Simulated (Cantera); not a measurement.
A freely propagating, adiabatic, planar premixed flame of H2 : O2 : N2 = 1 : 0.5 : 1.88 (molar parts), unburnt at 373 K and 233 Torr; mixture-averaged transport, grid criteria slope 0.08 and curve 0.16, no radiation.

Computed with Cantera and the H2/O2 subset of GRI-Mech 3.0, which has no nitrogen chemistry. Burning velocities carry a grid error of a few per cent, more on coarse grids.

### Question
Predict: laminar burning velocity; thermal thickness; peak x(OH); peak x(H2O2); peak x(H).

### Answer
* **laminar burning velocity**: 305 cm/s
* **thermal thickness**: 1.82 mm
* **peak x(OH)**: 0.0159
* **peak x(H2O2)**: 4.59e-5
* **peak x(H)**: 0.0642
